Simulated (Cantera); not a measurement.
A closed system holds: 1 mol Ta, 2.7 mol CO₂, held at 1998 K and 1.60e-6 bar.

Cantera equilibrium calculation (NASA polynomials, part measured and part estimated; ideal gas, pure solids and liquids). Candidate condensed phases: C, Ta, TaC, Ta₂O₅; 15 gas species. Kinetics and transport are ignored.

Base state: CO 0.860, CO₂ 0.0526, TaO₂ 0.0511, O 0.0327, O₂ 0.00395, TaO 6.34e-5 (mole fractions); condensed: Ta₂O₅(s).

Question: What changes in the equilibrium state with this change: pressure from 1.60e-6 bar to 0.00200 bar?

Answer: 
| species | before | after |
|---|---|---|
| CO | 0.860 | 0.926 |
| CO₂ | 0.0526 | 0.0740 |
| TaO₂ | 0.0511 | 3.58e-5 |
| O | 0.0327 | 3.43e-5 |
| TaO | 6.34e-5 | 3.39e-8 |
| O₂ | 0.00395 | 5.41e-6 |
| Ta₂O₅(s), mol | 0.424 | 0.500 |
